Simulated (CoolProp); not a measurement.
R123 at 293.15 K and 4.16 MPa is throttled through a valve to 2.58 MPa with no heat exchange. Each further row changes one setting.

The numbers come from the reference Helmholtz-energy equation of state, Younglove 1994 in CoolProp. It is a modified Benedict-Webb-Rubin equation, recast in Helmholtz form.

```tsv
case	temperature change (K)
as stated	+0.5
outlet pressure 0.774 MPa	+1.2
outlet pressure 3.35 MPa	+0.3
```
